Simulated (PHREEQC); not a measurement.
## Hard or scaling water (model solution)

Solution (60 °C): 12 mmol/kgw MgCl2, 0.091 mmol/kgw Na2SO4 and 2.4 mmol/kgw KCl. Closed to the air; pH follows from the charge balance.

Equilibrium calculation in PHREEQC: ion-association model, phreeqc.dat.

The ionic strength comes out as 0.0385 mol/kgw and the specific conductance comes out as 5540 µS/cm.

| species | molality | activity | log γ |
|---|---|---|---|
| Cl- | 0.0264 | 0.0217 | -0.086 |
| Mg+2 | 0.0120 | 0.00589 | -0.307 |
| K+ | 0.00240 | 0.00197 | -0.086 |
| Na+ | 0.000182 | 0.000151 | -0.081 |
| MgSO4 | 5.36e-5 | 5.41e-5 | 0.004 |
| SO4-2 | 3.69e-5 | 1.75e-5 | -0.324 |
| H+ | 7.98e-7 | 6.83e-7 | -0.067 |
| MgOH+ | 6.29e-7 | 5.29e-7 | -0.075 |
| KSO4- | 5.00e-7 | 4.17e-7 | -0.079 |
| OH- | 1.72e-7 | 1.41e-7 | -0.087 |
| NaSO4- | 1.94e-8 | 1.61e-8 | -0.079 |
| HSO4- | 3.31e-9 | 2.74e-9 | -0.083 |

No solid was allowed to form. Complexes and solids missing from the database can't appear. Constants without temperature data keep their 25 °C values here.
